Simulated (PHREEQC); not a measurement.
A solution holds 0.52 mol/kgw BaCl2 and 1.8e-05 mol/kgw CO2, at 25 °C. Closed to the air; pH follows from the charge balance.

Model: ion-association model, wateq4f.dat, run in PHREEQC.

Problem. The ionic strength comes out as 1.56 mol/kgw. What activity coefficients do HCO3-, BaHCO3+, H+, Cl-, Ba+2 get?

Solution. HCO3- 0.63, BaHCO3+ 0.90, H+ 0.73, Cl- 0.58, Ba+2 0.15.

Precipitation was switched off in this run. Ionic strength above about 0.7 mol/kgw puts this run outside the model's range. Complexes and solids missing from the database can't appear.
